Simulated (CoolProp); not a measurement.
Vapour-liquid equilibrium of propylene (1) + n-heptane (2) at 10.85 °C; x and y are mole fractions of (1).

The numbers come from the multi-fluid Helmholtz-energy mixture model, Lemmon 2013 and Span 2003; pair parameters Bell 2016 in CoolProp.

```
x     bubble pressure (kPa)  y at the bubble point  dew pressure at overall composition x (kPa)  liquid density (mol/L)
----  ---------------------  ---------------------  -------------------------------------------  ----------------------
0.05                  40.34                  0.931                                        3.033                   7.087
0.2                   175.3                  0.985                                        3.601                   7.696
0.35                  316.7                  0.993                                        4.430                   8.384
0.5                   441.1                  0.995                                        5.753                   9.166
0.65                  545.3                  0.997                                        8.203                   10.06
0.8                   641.7                  0.998                                        14.29                   11.07
0.95                  752.1                  0.999                                        55.40                   12.20
```

No azeotrope shows between x = 0.05 and 0.95.

The pair parameters rest on a limited set of measurements; away from them the model extrapolates. The gap from Raoult's law changes sign with composition, which may be real or a fault of the pair parameters; it wasn't checked against measurements.
